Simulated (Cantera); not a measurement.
A perfectly stirred reactor is fed with CH₄ : H₂O : H₂ = 1 : 0.3 : 0.24 (molar parts), at 0.200 bar; it is held at 1875 K, and followed from long to short residence time.

Model: GRI-Mech 3.0 (53 species, 325 reactions), integrated in Cantera. GRI-Mech 3.0 stops at C3 and has no aromatics, soot or wall deposition, so with more carbon than oxygen in the feed, carbon stays in small species such as C2H2 where larger ones or solid carbon would form.

Task: What does this change do: temperature 1875 to 1375 K?

Result: 
```
quantity                 before     after
----------------------  -------  --------
x(CH₄) at τ = 0.580 s    0.0186     0.633
x(H₂O) at τ = 0.580 s    0.0257     0.193
x(H₂) at τ = 0.580 s      0.738     0.168
x(C₂H₆) at τ = 0.580 s  3.07e-6  0.000356
x(H) at τ = 0.580 s     0.00120   1.02e-6
x(CH₄) at τ = 50.0 ms    0.0617     0.648
x(H₂O) at τ = 50.0 ms    0.0902     0.195
x(H₂) at τ = 50.0 ms      0.658     0.156
x(C₂H₆) at τ = 50.0 ms  3.11e-5  0.000195
x(H) at τ = 50.0 ms     0.00101   7.58e-7
```
